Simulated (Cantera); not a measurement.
A closed system holds: 1 mol SiF4, a varied amount of NH3, at 1573 K and 0.133 bar.

Method: chemical equilibrium by Gibbs-energy minimisation in Cantera with the NASA 1993 tables (ideal gas, pure condensed phases). Candidate condensed phases: Si, Si3N4; 37 gas species. The numbers say what is thermodynamically allowed, not how fast it happens.

**Question.** Which condensed phases are stable at each of these points (n(NH3) (mol)): 3.9, 9.9, 16, 22, 28, 34, 40, 46?

**Answer.** 
```json
[
 {"n(NH3) (mol)": "3.9", "condensed phases": "gas only", "Si condensed (%)": "0.0"},
 {"n(NH3) (mol)": "9.9", "condensed phases": "gas only", "Si condensed (%)": "0.0"},
 {"n(NH3) (mol)": "16", "condensed phases": "gas only", "Si condensed (%)": "0.0"},
 {"n(NH3) (mol)": "22", "condensed phases": "Si3N4(s)", "Si condensed (%)": "0.2"},
 {"n(NH3) (mol)": "28", "condensed phases": "Si3N4(s)", "Si condensed (%)": "1.3"},
 {"n(NH3) (mol)": "34", "condensed phases": "Si3N4(s)", "Si condensed (%)": "2.4"},
 {"n(NH3) (mol)": "40", "condensed phases": "Si3N4(s)", "Si condensed (%)": "3.5"},
 {"n(NH3) (mol)": "46", "condensed phases": "Si3N4(s)", "Si condensed (%)": "4.5"}
]
```

From 3.9 mol NH3 to 16 mol NH3 nothing is condensed. From 22 mol NH3 to 46 mol NH3 the condensed part is Si3N4(s).
